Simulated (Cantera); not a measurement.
Feed: 1 mol V2O5, 670 mol H2, equilibrated at 0.615 Torr.

Method: chemical equilibrium by Gibbs-energy minimisation in Cantera with the NASA 1993 tables (ideal gas, pure condensed phases). Candidate condensed phases: H2O, V, VO, V2O3, V2O4, V2O5; 12 gas species. Mutual solubility and eutectic melting of coexisting phases are not modelled. VO: taken at fixed stoichiometry. Condensed phases not in the tables: the oxides between V2O3 and V2O5 other than VO2. Rates play no part.

x: gas mole fraction; n: condensed amount in mol.

```tsv
T (K)	x H2	x H2O	x H	x VO2	x OH	n V2O3(s)	n VO(s)
948	0.997	0.00299	1.83e-8	<1e-12	<1e-12	1.00	0
998	0.997	0.00299	7.50e-8	<1e-12	<1e-12	1.00	0
1048	0.997	0.00299	2.69e-7	<1e-12	[?]	1.00	0
1098	0.997	0.00299	8.62e-7	<1e-12	[?]	1.00	0
1148	0.997	0.00299	2.50e-6	3.18e-12	[?]	1.00	0
1198	0.997	0.00299	6.63e-6	2.63e-11	[?]	1.00	0
1248	0.997	0.00299	1.63e-5	1.83e-10	[?]	1.00	0
1298	0.997	0.00299	3.74e-5	1.09e-9	[?]	1.00	0
1348	0.997	0.00298	8.07e-5	5.69e-9	[?]	1.000	0
1398	0.997	0.00298	0.000165	2.62e-8	[?]	1.000	0
1448	0.997	0.00298	0.000321	1.08e-7	[?]	1.000	0
1498	0.996	0.00359	0.000599	4.45e-7	[?]	0.591	0.819
```

### Question
Some entries are withheld; supply them.

### Answer

- 1048, x OH: 2.54e-12
- 1098, x OH: 1.14e-11
- 1148, x OH: 4.47e-11
- 1198, x OH: 1.57e-10
- 1248, x OH: 4.98e-10
- 1298, x OH: 1.45e-9
- 1348, x OH: 3.89e-9
- 1398, x OH: 9.74e-9
- 1448, x OH: 2.29e-8
- 1498, x OH: 6.13e-8
